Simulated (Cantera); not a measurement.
An adiabatic, constant-volume homogeneous reactor starts with CH3OH : O2 : N2 = 1 : 3 : 22.5 (molar parts), at 1725 K and 0.799 atm. Integrator tolerance rtol = 1e-08.

Computed with Cantera and GRI-Mech 3.0 (53 species, 325 reactions). GRI-Mech 3.0 was tuned for natural gas; its chemistry of methanol as a main component is partial and can be far from experiment.

Question: What does this change do: pressure from 0.799 atm to 1.78 atm?

Answer: 
```csv
quantity,before,after
time of steepest temperature rise,78.2 µs,37.2 µs
temperature at 3.00 s,2438 K,2458 K
equilibrium temperature,2438 K,2458 K
x(CH3OH) at 3.00 s,<1e-12 (gas-phase equilibrium <1e-12),<1e-12 (gas-phase equilibrium <1e-12)
x(O2) at 3.00 s,0.0499 (gas-phase equilibrium 0.0499),0.0497 (gas-phase equilibrium 0.0497)
x(CH2O) at 3.00 s,2.13e-12 (gas-phase equilibrium 2.13e-12),2.75e-12 (gas-phase equilibrium 2.75e-12)
x(HCO) at 3.00 s,4.14e-10 (gas-phase equilibrium 4.14e-10),4.40e-10 (gas-phase equilibrium 4.40e-10)
x(CO) at 3.00 s,0.00363 (gas-phase equilibrium 0.00363),0.00279 (gas-phase equilibrium 0.00279)
x(C2H2) at 3.00 s,<1e-12 (gas-phase equilibrium <1e-12),<1e-12 (gas-phase equilibrium <1e-12)
```

Question: What does this change do: N2 22.5 to 14 parts?

Answer: 
```csv
quantity,before,after
time of steepest temperature rise,78.2 µs,63.1 µs
temperature at 3.00 s,2438 K,2616 K
equilibrium temperature,2438 K,2616 K
x(CH3OH) at 3.00 s,<1e-12 (gas-phase equilibrium <1e-12),<1e-12 (gas-phase equilibrium <1e-12)
x(O2) at 3.00 s,0.0499 (gas-phase equilibrium 0.0499),0.0723 (gas-phase equilibrium 0.0723)
x(CH2O) at 3.00 s,2.13e-12 (gas-phase equilibrium 2.13e-12),1.57e-11 (gas-phase equilibrium 1.57e-11)
x(HCO) at 3.00 s,4.14e-10 (gas-phase equilibrium 4.14e-10),3.04e-9 (gas-phase equilibrium 3.04e-9)
x(CO) at 3.00 s,0.00363 (gas-phase equilibrium 0.00363),0.00956 (gas-phase equilibrium 0.00956)
x(C2H2) at 3.00 s,<1e-12 (gas-phase equilibrium <1e-12),<1e-12 (gas-phase equilibrium <1e-12)
```

Question: What does this change do: pressure from 0.799 atm to 20.7 atm?

Answer: 
```json
[
 {"quantity": "time of steepest temperature rise", "before": "78.2 µs", "after": "4.85 µs"},
 {"quantity": "temperature at 3.00 s", "before": "2438 K", "after": "2499 K"},
 {"quantity": "equilibrium temperature", "before": "2438 K", "after": "2499 K"},
 {"quantity": "x(CH3OH) at 3.00 s", "before": "<1e-12 (gas-phase equilibrium <1e-12)", "after": "<1e-12 (gas-phase equilibrium <1e-12)"},
 {"quantity": "x(O2) at 3.00 s", "before": "0.0499 (gas-phase equilibrium 0.0499)", "after": "0.0492 (gas-phase equilibrium 0.0492)"},
 {"quantity": "x(CH2O) at 3.00 s", "before": "2.13e-12 (gas-phase equilibrium 2.13e-12)", "after": "4.59e-12 (gas-phase equilibrium 4.59e-12)"},
 {"quantity": "x(HCO) at 3.00 s", "before": "4.14e-10 (gas-phase equilibrium 4.14e-10)", "after": "3.96e-10 (gas-phase equilibrium 3.96e-10)"},
 {"quantity": "x(CO) at 3.00 s", "before": "0.00363 (gas-phase equilibrium 0.00363)", "after": "0.00107 (gas-phase equilibrium 0.00107)"},
 {"quantity": "x(C2H2) at 3.00 s", "before": "<1e-12 (gas-phase equilibrium <1e-12)", "after": "<1e-12 (gas-phase equilibrium <1e-12)"}
]
```
The pressure lies above the range GRI-Mech 3.0 was tuned for (to about 10 atm).
